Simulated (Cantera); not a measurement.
Input (Python, Cantera):

```python
import numpy as np
import cantera as ct

gas = ct.Solution("gri30.yaml")
gas.TPX = 1475, 34000, {'CH4': 1, 'O2': 2.56, 'N2': 9.64}
reactor = ct.IdealGasReactor(gas, energy="on", clone=False)
net = ct.ReactorNet([reactor])
net.rtol, net.atol = 1e-08, 1e-16
show = ['CH4', 'O2', 'C2H', 'CO', 'C2H6', 'CH2CO', 'CH2']
times = np.geomspace(6e-06, 3, 15)

steps = ct.SolutionArray(gas, extra=["t"])
rows = []
print(f"{'t/s':>10s}{'T/K':>9s}{'P/Pa':>11s}" + "".join(f"{s:>11s}" for s in show))
for t in times:
    while net.time < t:
        t_next = net.step()
        steps.append(gas.state, t=t_next)
    rows.append([np.interp(t, steps.t, y) for y in (steps.T, steps.P, *steps(*show).X.T)])
    print(f"{t:10.3e}{rows[-1][0]:9.1f}{rows[-1][1]:11.4g}" + "".join(f"{x:11.3e}" for x in rows[-1][2:]))
rate = np.gradient(steps.T, steps.t)
print("integrator steps:", len(steps.t))
if steps.T.max() > steps.T[0] + 200:
    print(f"time of steepest temperature rise: {steps.t[rate.argmax()]:.4e} s")
gas.TPX = 1475, 34000, {'CH4': 1, 'O2': 2.56, 'N2': 9.64}
gas.equilibrate("UV")
print(f"equilibrium (UV): T = {gas.T:.1f} K  " + "  ".join(f"{s} {gas[s].X[0]:.3e}" for s in show))
```

It prints:

```
       t/s      T/K       P/Pa        CH4         O2        C2H         CO       C2H6      CH2CO        CH2
 6.000e-06   1475.0    3.4e+04  7.576e-02  1.939e-01  8.513e-29  2.482e-13  1.628e-13  8.836e-22  5.447e-15
 1.532e-05   1475.0    3.4e+04  7.576e-02  1.939e-01  1.126e-26  3.463e-12  3.317e-12  1.495e-19  2.188e-14
 3.911e-05   1475.0    3.4e+04  7.576e-02  1.939e-01  1.222e-24  4.978e-11  6.404e-11  1.724e-17  9.801e-14
 9.985e-05   1475.0    3.4e+04  7.575e-02  1.939e-01  1.487e-22  8.494e-10  1.296e-09  2.025e-15  6.199e-13
 2.549e-04   1475.0    3.4e+04  7.574e-02  1.939e-01  2.738e-20  1.883e-08  3.310e-08  3.574e-13  6.001e-12
 6.509e-04   1475.0    3.4e+04  7.568e-02  1.939e-01  1.120e-17  6.931e-07  1.347e-06  1.355e-10  1.043e-10
 1.662e-03   1478.1  3.408e+04  7.482e-02  1.934e-01  2.295e-14  6.312e-05  8.502e-05  1.417e-07  3.699e-09
 4.243e-03   2730.7  6.541e+04  1.539e-16  4.871e-02  1.466e-20  2.843e-02  9.431e-32  2.063e-18  3.251e-15
 1.083e-02   2721.3  6.512e+04  1.607e-16  4.485e-02  1.374e-20  2.835e-02  1.010e-31  2.052e-18  3.081e-15
 2.766e-02   2720.9  6.511e+04  1.610e-16  4.469e-02  1.370e-20  2.835e-02  1.013e-31  2.051e-18  3.073e-15
 7.061e-02   2720.9  6.511e+04  1.610e-16  4.469e-02  1.370e-20  2.835e-02  1.013e-31  2.051e-18  3.073e-15
 1.803e-01   2720.9  6.511e+04  1.610e-16  4.469e-02  1.370e-20  2.835e-02  1.013e-31  2.051e-18  3.073e-15
 4.602e-01   2720.9  6.511e+04  1.610e-16  4.469e-02  1.370e-20  2.835e-02  1.013e-31  2.051e-18  3.073e-15
 1.175e+00   2720.9  6.511e+04  1.610e-16  4.469e-02  1.370e-20  2.835e-02  1.013e-31  2.051e-18  3.073e-15
 3.000e+00   2720.9  6.511e+04  1.610e-16  4.469e-02  1.370e-20  2.835e-02  1.013e-31  2.051e-18  3.073e-15
integrator steps: 1835
time of steepest temperature rise: 3.0675e-03 s
equilibrium (UV): T = 2720.9 K  CH4 2.232e-16  O2 4.469e-02  C2H 1.447e-20  CO 2.835e-02  C2H6 1.899e-31  CH2CO 2.262e-18  CH2 3.423e-15
```

Detailed kinetics in Cantera: GRI-Mech 3.0 (53 species, 325 reactions).
